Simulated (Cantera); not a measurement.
NO annealing gas

A perfectly stirred reactor is fed with 53.2 % NO, 46.8 % N2, at 1.00 bar; it is held at 1975 K, and followed from long to short residence time.

Detailed kinetics in Cantera: GRI-Mech 3.0 (53 species, 325 reactions).

| τ (s) | x NO | x N2 | x O2 | x NO2 | x O | x N2O |
|---|---|---|---|---|---|---|
| 5.8 | 0.103 | 0.683 | 0.214 | 0.000187 | 0.000258 | 4.81e-6 |
| 1.8 | 0.201 | 0.634 | 0.165 | 0.000321 | 0.000228 | 1.76e-5 |
| 0.57 | 0.329 | 0.569 | 0.101 | 0.000417 | 0.000182 | 4.78e-5 |
| 0.18 | 0.439 | 0.514 | 0.0458 | 0.000390 | 0.000130 | 8.69e-5 |
| 0.057 | 0.498 | 0.485 | 0.0165 | 0.000298 | 8.99e-5 | 0.000113 |
| 0.018 | 0.521 | 0.474 | 0.00529 | 0.000230 | 6.78e-5 | 0.000123 |
| 0.0056 | 0.528 | 0.470 | 0.00153 | 0.000191 | 5.68e-5 | 0.000120 |
| 0.0018 | 0.531 | 0.469 | 0.000392 | 0.000159 | 4.80e-5 | 0.000104 |
| 0.00055 | 0.532 | 0.468 | 5.95e-5 | 0.000102 | 3.29e-5 | 7.07e-5 |
| 0.00017 | 0.532 | 0.468 | 4.35e-6 | 3.81e-5 | 1.52e-5 | 3.46e-5 |
x: mole fraction; the columns are a selection and need not sum to one.
